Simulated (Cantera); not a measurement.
Adiabatic ignition

An adiabatic, constant-volume homogeneous reactor starts with CH3OH : O2 : N2 = 1 : 2.34 : 8.81 (molar parts), at 1175 K and 29.0 bar.

Cantera simulation using GRI-Mech 3.0 (53 species, 325 reactions); the numbers are that mechanism's predictions, not measurements. GRI-Mech 3.0 was tuned for natural gas; its chemistry of methanol as a main component is partial and can be far from experiment. The pressure lies above the range GRI-Mech 3.0 was tuned for (to about 10 atm).

```
t (s)     T (K)  P (bar)  x CH3OH    x O2    x C2H6    x H2O    x CO2
--------  -----  -------  -------  ------  --------  -------  -------
3.00e-6    1175     29.0   0.0823   0.193    <1e-12  4.16e-8  3.13e-9
1.15e-5    1175     29.0   0.0823   0.193  1.73e-12  1.60e-7  1.20e-8
4.38e-5    1175     29.0   0.0823   0.193  7.95e-12  6.22e-7  4.58e-8
0.000168   1175     29.0   0.0823   0.193  3.05e-11  2.96e-6  1.75e-7
0.000641   1175     29.0   0.0822   0.193  1.00e-10  6.43e-5  6.94e-7
0.00245    2722     70.3   <1e-12  0.0579    <1e-12    0.152   0.0746
0.00936    2722     70.3   <1e-12  0.0579    <1e-12    0.152   0.0746
0.0358     2722     70.3   <1e-12  0.0579    <1e-12    0.152   0.0746
0.137      2722     70.3   <1e-12  0.0579    <1e-12    0.152   0.0746
0.523      2722     70.3   <1e-12  0.0579    <1e-12    0.152   0.0746
2.00       2722     70.3   <1e-12  0.0579    <1e-12    0.152   0.0746
```
x: mole fraction; the columns are a selection and need not sum to one.

| Quantity | Result |
|---|---|
| time of steepest temperature rise | 1.21 ms |
| temperature at 2.00 s | 2722 K |
| equilibrium temperature | 2722 K |
| x(CH3OH) at 2.00 s | <1e-12 (gas-phase equilibrium <1e-12) |
| x(O2) at 2.00 s | 0.0579 (gas-phase equilibrium 0.0579) |
| x(C2H6) at 2.00 s | <1e-12 (gas-phase equilibrium <1e-12) |
